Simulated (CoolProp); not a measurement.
Ethylene along the isobar 6.4 bar: density (kg/m³) from the reference equation and from simpler models built on Tc = 282.4 K, pc = 50.42 bar, ω = 0.087; each cubic takes its own stable root.

The numbers come from the reference Helmholtz-energy equation of state, Smukala 2000 in CoolProp.

```
T (K)  phase  reference
-----  -----  ---------
279.3    gas      8.101
298.3    gas      7.517
317.2    gas      7.020
336.2    gas      6.588
355.2    gas      6.209
374.1    gas      5.875
393.1    gas      5.575
412.1    gas      5.305
431      gas      5.063
450      gas      4.841
```

### Question
How far does each simpler model (ideal gas, van der Waals, Redlich-Kwong, Soave-Redlich-Kwong, Peng-Robinson) lie from the reference over these 10 states: mean and median of the absolute difference, and the worst?

### Answer
- ideal gas: mean 2.2 %, median 1.9 %, worst -4.6 % at 279.3 K and 6.4 bar
- van der Waals: mean 0.2 %, median 0.2 %, worst -0.6 % at 279.3 K and 6.4 bar
- Redlich-Kwong: mean 0.1 %, median 0.1 %, worst +0.1 % at 393.1 K and 6.4 bar
- Soave-Redlich-Kwong: mean 0.0 %, median 0.0 %, worst -0.1 % at 450 K and 6.4 bar
- Peng-Robinson: mean 0.4 %, median 0.3 %, worst +0.6 % at 279.3 K and 6.4 bar
